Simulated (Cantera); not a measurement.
# Silicon carbide growth: CH3SiH3 + H2

Feed: 1 mol CH3SiH3, 290 mol H2, at 1123 K and 10.0 mbar.

Equilibrium computed with Cantera from the NASA thermochemical tables; the gas is ideal and each condensed phase is pure. Candidate condensed phases: C, C6H6, C7H8, C8H18, Si, SiC; 87 gas species. The feed counts by its element totals alone. The numbers say what is thermodynamically allowed, not how fast it happens.

```json
{
 "x(H2)": "1.000",
 "n(SiC(s))": "1.000 mol",
 "gas_amount": "293.0 mol",
 "log10 activity of C(graphite) (absent)": "-2.99"
}
```
